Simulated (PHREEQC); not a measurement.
Solution (73 °C): 0.0092 mol HBr and 0.035 mol MgCl2 per kg of water. Closed to the air; pH follows from the charge balance.

Computed with PHREEQC (Pitzer model, pitzer.dat).

This is a speciation only: nothing precipitates in the calculation.

Predict the pH, density.

pH 2.15; density 0.979 g/cm³.

Species that the database lacks are ignored. Constants without temperature data keep their 25 °C values here.
